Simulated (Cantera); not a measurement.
An isothermal, constant-pressure homogeneous reactor starts with NO : N₂ = 1 : 4.1 (molar parts), at 1475 K and 9.00 Torr. Integrator tolerance rtol = 1e-08.

Detailed kinetics in Cantera: GRI-Mech 3.0 (53 species, 325 reactions). Radical loss at walls, strong at low pressure, is not modelled.

Question: What does this change do: temperature 1475 to 1925 K?

Answer: 
```json
[
 {"quantity": "x(NO) at 9.00 s", "before": "0.196 (gas-phase equilibrium 0.000792)", "after": "0.179 (gas-phase equilibrium 0.00447)"},
 {"quantity": "x(N₂O) at 9.00 s", "before": "1.07e-5 (gas-phase equilibrium 5.74e-9)", "after": "1.14e-5 (gas-phase equilibrium 2.96e-8)"},
 {"quantity": "x(N₂) at 9.00 s", "before": "0.804 (gas-phase equilibrium 0.902)", "after": "0.812 (gas-phase equilibrium 0.899)"},
 {"quantity": "x(O₂) at 9.00 s", "before": "1.92e-5 (gas-phase equilibrium 0.0976)", "after": "0.00844 (gas-phase equilibrium 0.0952)"},
 {"quantity": "x(NO₂) at 9.00 s", "before": "6.53e-6 (gas-phase equilibrium 3.41e-7)", "after": "7.74e-6 (gas-phase equilibrium 6.46e-7)"}
]
```

Question: What does this change do: temperature 1475 to 2025 K?

Answer: 
```json
[
 {"quantity": "x(NO) at 9.00 s", "before": "0.196 (gas-phase equilibrium 0.000792)", "after": "0.132 (gas-phase equilibrium 0.00587)"},
 {"quantity": "x(N₂O) at 9.00 s", "before": "1.07e-5 (gas-phase equilibrium 5.74e-9)", "after": "5.50e-6 (gas-phase equilibrium 3.85e-8)"},
 {"quantity": "x(N₂) at 9.00 s", "before": "0.804 (gas-phase equilibrium 0.902)", "after": "0.835 (gas-phase equilibrium 0.898)"},
 {"quantity": "x(O₂) at 9.00 s", "before": "1.92e-5 (gas-phase equilibrium 0.0976)", "after": "0.0310 (gas-phase equilibrium 0.0939)"},
 {"quantity": "x(NO₂) at 9.00 s", "before": "6.53e-6 (gas-phase equilibrium 3.41e-7)", "after": "9.07e-6 (gas-phase equilibrium 7.11e-7)"}
]
```
